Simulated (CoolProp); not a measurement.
R236EA along the isotherm 412 K: fugacity coefficient from the reference equation and from simpler models built on Tc = 412.4 K, pc = 3.414 MPa, ω = 0.368; each cubic takes its own stable root.

Model: reference Helmholtz-energy equation of state, Rui 2013, in CoolProp.

```
p (MPa)   phase  reference
-------  ------  ---------
0.0162      gas     0.9984
0.0238      gas     0.9976
0.0349      gas     0.9965
0.0512      gas     0.9948
0.0752      gas     0.9924
0.11        gas     0.9889
0.162       gas     0.9836
0.238       gas     0.9760
0.349       gas     0.9649
0.512       gas     0.9486
0.752       gas     0.9249
1.1         gas     0.8907
1.62        gas     0.8400
2.38        gas     0.7661
5.12     liquid     0.4776
```

Problem. How far does each simpler model (van der Waals, Redlich-Kwong) lie from the reference over these 15 states: mean and median of the absolute difference, and the worst?

Solution. 
- van der Waals: mean 1.4 %, median 0.3 %, worst +10.0 % at 412 K and 5.12 MPa
- Redlich-Kwong: mean 0.3 %, median 0.0 %, worst +3.1 % at 412 K and 5.12 MPa
